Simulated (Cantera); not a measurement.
Input: 1 mol PbO, 2.4 mol N₂, equilibrated at 1.00 bar.

Equilibrium computed with Cantera from the NASA thermochemical tables; the gas is ideal and each condensed phase is pure. Candidate condensed phases: Pb, PbO, PbO₂, Pb₃O₄; 12 gas species. Gases not in the tables: (PbO)n polymers. The numbers say what is thermodynamically allowed, not how fast it happens.

Problem. Which condensed phases are stable at each of these points (T (K)): 623, 698, 773, 848, 923, 998, 1073, 1148, 1223, 1298, 1373, 1448?

Solution. 
```json
[
 {"T (K)": "623", "condensed phases": "PbO(red)", "Pb condensed (%)": "100.0"},
 {"T (K)": "698", "condensed phases": "PbO(red)", "Pb condensed (%)": "100.0"},
 {"T (K)": "773", "condensed phases": "PbO(yellow)", "Pb condensed (%)": "100.0"},
 {"T (K)": "848", "condensed phases": "PbO(yellow)", "Pb condensed (%)": "100.0"},
 {"T (K)": "923", "condensed phases": "PbO(yellow)", "Pb condensed (%)": "100.0"},
 {"T (K)": "998", "condensed phases": "PbO(yellow)", "Pb condensed (%)": "100.0"},
 {"T (K)": "1073", "condensed phases": "PbO(yellow)", "Pb condensed (%)": "100.0"},
 {"T (K)": "1148", "condensed phases": "PbO(yellow)", "Pb condensed (%)": "100.0"},
 {"T (K)": "1223", "condensed phases": "PbO(l)", "Pb condensed (%)": "100.0"},
 {"T (K)": "1298", "condensed phases": "PbO(l)", "Pb condensed (%)": "99.9"},
 {"T (K)": "1373", "condensed phases": "PbO(l)", "Pb condensed (%)": "99.6"},
 {"T (K)": "1448", "condensed phases": "PbO(l)", "Pb condensed (%)": "98.7"}
]
```

From 623 K to 698 K the condensed part is PbO(red). From 773 K to 1148 K the condensed part is PbO(yellow). From 1223 K to 1448 K the condensed part is PbO(l).
